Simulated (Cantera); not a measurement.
Charge: 1 mol SiH4, 640 mol H2, equilibrated at 1927 °C and 13.5 Torr.

Equilibrium computed with Cantera from the NASA thermochemical tables; the gas is ideal and each condensed phase is pure. Candidate condensed phases: Si; 9 gas species. Gases not in the tables: Si2H6 and higher silanes. Equilibrium is a limit: real reactors are often held back by kinetics, nucleation or transport.

Base state: H2 0.957, H 0.0411, Si 0.00142, SiH 8.24e-5, SiH2 1.98e-5 (mole fractions); condensed: gas only.

**Question.** What changes in the equilibrium state with this change: temperature from 1927 °C to 1425 °C?

**Answer.** 
| species | before | after |
|---|---|---|
| H2 | 0.957 | 0.999 |
| H | 0.0411 | 0.00108 |
| Si | 0.00142 | 3.66e-5 |
| SiH | 8.24e-5 | 7.63e-6 |
| SiH2 | 1.98e-5 | 1.40e-5 |
| Si(l), mol | 0 | 0.962 |
